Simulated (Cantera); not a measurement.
Input: 1 mol Si, 0.51 mol CO, 55 mol N2, equilibrated at 13.3 mbar.

Method: chemical equilibrium by Gibbs-energy minimisation in Cantera with the NASA 1993 tables (ideal gas, pure condensed phases). Candidate condensed phases: C, Si, SiC, SiO2, Si2N2O, Si3N4; 34 gas species. N2 is the only nitrogen source here; it is nearly inert below about 1500 K, so the nitride shown seldom forms there in practice. Mutual solubility and eutectic melting of coexisting phases are not modelled. The tables' values for SiN are old estimates; treat these amounts as uncertain. Kinetics and transport are ignored.

log p: log10 of the partial pressure in bar; n: condensed amount in mol.

```tsv
T (K)	log p N2	log p SiO	log p CO	log p Si	log p Si2N	log p SiN	log p Si2C	n C(graphite)	n SiO2(β-quartz)	n Si2N2O(s)	n SiC(s)	n Si3N4(s)	n Si(l)
850	-1.88	<-13	-5.69	<-13	<-13	<-13	<-13	0.502	0.00111	0.499	0	0	0
950	-1.88	<-13	-5.61	<-13	<-13	<-13	<-13	0.500	0	0.500	0	0	0
1050	-1.88	-13.58	-5.61	<-13	<-13	<-13	<-13	0.500	0	0.500	0	0	0
1150	-1.88	-11.76	-5.61	<-13	<-13	<-13	<-13	0.500	0	0.500	0	0	0
1250	-1.88	-10.24	-5.61	<-13	<-13	<-13	<-13	0.500	0	0.500	0	0	0
1350	-1.88	-8.95	-5.61	[?]	<-13	-12.97	<-13	0.500	0	0.500	0	0	0
1450	-1.88	-7.27	-4.47	[?]	-13.55	-11.47	-13.73	0.115	0	0.371	0.257	0	0
1550	-1.88	-6.02	-4.37	[?]	-11.33	-9.97	-11.70	0	0	0.331	0.335	0	0
1650	-1.88	-4.96	-4.41	[?]	-9.31	-8.61	-9.88	0	0	0.303	0.348	0	0
1750	-1.88	-4.06	-4.46	[?]	-7.54	-7.41	-8.28	0	0	0	0.365	0.0891	0
1850	-1.88	-3.97	-4.82	[?]	-6.36	-6.55	-7.05	0	0	0	0.446	0	0.0740
```

Q: Some entries are withheld; supply them.

A: 
- 1350, log p Si: -12.45
- 1450, log p Si: -10.74
- 1550, log p Si: -9.05
- 1650, log p Si: -7.52
- 1750, log p Si: -6.18
- 1850, log p Si: -5.19
